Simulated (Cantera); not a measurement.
Feed: 1 mol HMDSO, 1.4 mol NO, held at 1752 °C.

These are equilibrium values from Cantera (NASA tables, ideal gas, pure condensed phases), not measurements of a reactor. Candidate condensed phases: C, C₆H₆, C₇H₈, C₈H₁₈, H₂O, Si, SiC, SiO₂, Si₂N₂O, Si₃N₄; 151 gas species. The feed counts by its element totals alone. The numbers say what is thermodynamically allowed, not how fast it happens.

Task: What share of the Si ends up in condensed phases as a function of P (Pa), at 5, 17, 59, 210, 710, 2400, 8400, 29000, 100000?

Result: 
| P (Pa) | Si condensed (%) | as |
|---|---|---|
| 5 | 41.9 | SiC(s) |
| 17 | 83.7 | SiC(s) |
| 59 | 94.6 | SiC(s) |
| 210 | 97.7 | SiC(s) |
| 710 | 98.5 | SiC(s) |
| 2400 | 98.7 | SiC(s) |
| 8400 | 98.8 | SiC(s) |
| 29000 | 98.8 | SiC(s) |
| 100000 | 98.8 | SiC(s) |
